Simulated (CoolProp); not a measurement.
Methane at 273.03 K and 0.449 MPa flows at 0.14 m/s in a round tube of 20 mm bore and 0.25 µm roughness, fully developed (64/Re and Nu = 3.66 if laminar; Colebrook and Gnielinski if turbulent). Each further row changes one setting.

Model: reference Helmholtz-energy equation of state, Setzmann 1991, in CoolProp.

| case | Reynolds number | Darcy friction factor | pressure drop (Pa/m) | heat-transfer coefficient (W/(m² K)) | mass flow (kg/h) |
|---|---|---|---|---|---|
| as stated | 861 | 0.0743 | 0.117 | 5.67 | 0.508 |
| velocity 0.28 m/s | 1720 | 0.0372 | 0.234 | 5.67 | 1.02 |
| diameter 40 mm | 1720 | 0.0372 | 0.0292 | 2.84 | 2.03 |

Viscosity comes from a separate model (Quiñones-Cisneros 2006). Thermal conductivity comes from a separate model (Friend 1989).
